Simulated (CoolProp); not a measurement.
Values from CoolProp's reference Helmholtz-energy equation of state, Gao 2016.

For sulfur dioxide, give the phase and the cp (kJ/(kg K)), isothermal compressibility (1/MPa) at 229 K and 11000 kPa; 229 K and 17500 kPa.


- 229 K and 11000 kPa: liquid; cp 1.35, isothermal compressibility 0.000703
- 229 K and 17500 kPa: liquid; cp 1.35, isothermal compressibility 0.000673
